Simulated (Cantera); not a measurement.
# Adiabatic ignition

An adiabatic, constant-pressure homogeneous reactor starts with H2 : O2 : N2 : CO2 = 1 : 0.227 : 0.855 : 0.0097 (molar parts), equivalence ratio 2.2, at 1625 K and 1.70 bar.

Cantera simulation using GRI-Mech 3.0 (53 species, 325 reactions); the numbers are that mechanism's predictions, not measurements.

```tsv
t (s)	T (K)	x H2	x O2	x NO	x O	x H2O	x OH
6.00e-6	1784	0.283	0.0340	5.90e-7	0.00693	0.135	0.00859
1.91e-5	2379	0.237	0.00154	2.45e-5	0.00416	0.210	0.0152
6.06e-5	2720	0.260	0.000539	8.14e-5	0.00153	0.225	0.0119
0.000192	2836	0.268	0.000288	0.000243	0.000835	0.231	0.00945
0.000612	2838	0.269	0.000277	0.000635	0.000806	0.231	0.00929
0.00194	2836	0.269	0.000272	0.00102	0.000795	0.230	0.00921
0.00617	2836	0.269	0.000272	0.00105	0.000794	0.230	0.00921
0.0196	2836	0.269	0.000272	0.00105	0.000794	0.230	0.00921
0.0623	2836	0.269	0.000272	0.00105	0.000794	0.230	0.00921
0.198	2836	0.269	0.000272	0.00105	0.000794	0.230	0.00921
0.629	2836	0.269	0.000272	0.00105	0.000794	0.230	0.00921
2.00	2836	0.269	0.000272	0.00105	0.000794	0.230	0.00921
```
x: mole fraction; the columns are a selection and need not sum to one.

```
Quantity                                                               Value
---------------------------------  -----------------------------------------
time of steepest temperature rise                                    5.94 µs
temperature at 2.00 s                                                 2836 K
equilibrium temperature                                               2836 K
x(H2) at 2.00 s                          0.269 (gas-phase equilibrium 0.269)
x(O2) at 2.00 s                    0.000272 (gas-phase equilibrium 0.000272)
x(NO) at 2.00 s                      0.00105 (gas-phase equilibrium 0.00105)
```
